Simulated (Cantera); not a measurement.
Input: 1 mol NH₃, 0.38 mol O₂, 0.18 mol H₂, at 2075 K and 0.000940 bar.

Cantera equilibrium calculation (NASA polynomials, part measured and part estimated; ideal gas, pure solids and liquids). Candidate condensed phases: H₂O; 24 gas species. Equilibrium is a limit: real reactors are often held back by kinetics, nucleation or transport.

Base state: H₂ 0.386, H₂O 0.332, N₂ 0.222, H 0.0540, OH 0.00529, O 0.000531, O₂ 0.000195, NO 0.000151 (mole fractions); condensed: gas only.

Q: What changes in the equilibrium state with this change: temperature from 2075 K to 625 K?

A: 
| species | before | after |
|---|---|---|
| H₂ | 0.386 | 0.422 |
| H₂O | 0.332 | 0.349 |
| N₂ | 0.222 | 0.229 |
| H | 0.0540 | <1e-9 |
| OH | 0.00529 | <1e-9 |
| O | 0.000531 | <1e-9 |
| O₂ | 0.000195 | <1e-9 |
| NO | 0.000151 | <1e-9 |
